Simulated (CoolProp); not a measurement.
R1234yf along the isotherm 410 K: Z from the reference equation and from simpler models built on Tc = 367.8 K, pc = 33.84 bar, ω = 0.276; each cubic takes its own stable root.

The numbers come from the reference Helmholtz-energy equation of state, Lemmon 2022 in CoolProp.

```
p (bar)          phase  reference
-------  -------------  ---------
1.07               gas     0.9924
1.73               gas     0.9876
2.79               gas     0.9800
4.51               gas     0.9675
7.29               gas     0.9469
11.8               gas     0.9125
19                 gas     0.8549
30.7               gas     0.7529
49.7     supercritical     0.5616
80.3     supercritical     0.4268
130      supercritical     0.5475
209      supercritical     0.7752
338      supercritical      1.135
```

Problem. How far does each simpler model (van der Waals, Soave-Redlich-Kwong) lie from the reference over these 13 states: mean and median of the absolute difference, and the worst?

Solution. 
- van der Waals: mean 10.1 %, median 0.3 %, worst +34.6 % at 410 K and 338 bar
- Soave-Redlich-Kwong: mean 4.5 %, median 0.7 %, worst +18.7 % at 410 K and 80.3 bar
